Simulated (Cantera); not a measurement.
## Diamond growth

A diamond (100) surface in a fixed gas of H2 with x(CH4) = 0.0038, x(CH3) = 0.00094, at 1000 K, 8.25 Torr; coverages are run to steady state.

Detailed kinetics in Cantera: the Harris–Goodwin 1993 mechanism for the reconstructed diamond (100) surface.

```
x(H)     growth (µm/h)  θ c6HH  θ c6H*  θ c6*H   θ c6**   θ c6HM
-------  -------------  ------  ------  ------  -------  -------
0.0001           0.271   0.424  0.0111   0.227  0.00145    0.242
0.00024          0.640   0.412  0.0117   0.239  0.00273    0.241
0.0006            1.40   0.428  0.0126   0.259  0.00446    0.215
0.0015            2.57   0.471  0.0142   0.290  0.00630    0.159
0.0035            3.71   0.518  0.0158   0.323  0.00777   0.0988
0.0087            4.62   0.557  0.0171   0.349  0.00884   0.0495
0.021             5.10   0.578  0.0178   0.363  0.00940   0.0227
0.052             5.34   0.589  0.0182   0.370  0.00967  0.00960
0.13              5.45   0.593  0.0185   0.373  0.00981  0.00392
```
θ: site fractions in the mechanism's names (c6HH fully hydrogenated, c6H* and c6*H radical sites, c6** diradical, c6HM methylated).
